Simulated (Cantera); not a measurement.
Charge: 1 mol Si, 1.8 mol HF, held at 823 K and 133 Pa.

Equilibrium computed with Cantera from the NASA thermochemical tables; the gas is ideal and each condensed phase is pure. Candidate condensed phases: Si; 25 gas species. The tables' values for SiF3 are old estimates; treat these amounts as uncertain. Equilibrium is a limit: real reactors are often held back by kinetics, nucleation or transport.

Base state: H2 0.665, SiF4 0.329, SiHF3 0.00572, SiH2F2 5.80e-5, SiF3 5.76e-5 (mole fractions); condensed: Si(s).

### Question
What changes in the equilibrium state with this change: temperature from 823 K to 573.15 K?

### Answer
| species | before | after |
|---|---|---|
| H2 | 0.665 | 0.665 |
| SiF4 | 0.329 | 0.331 |
| SiHF3 | 0.00572 | 0.00352 |
| SiF3 | 5.76e-5 | 2.00e-8 |
| SiH2F2 | 5.80e-5 | 2.82e-5 |
| Si(s), mol | 0.548 | 0.549 |
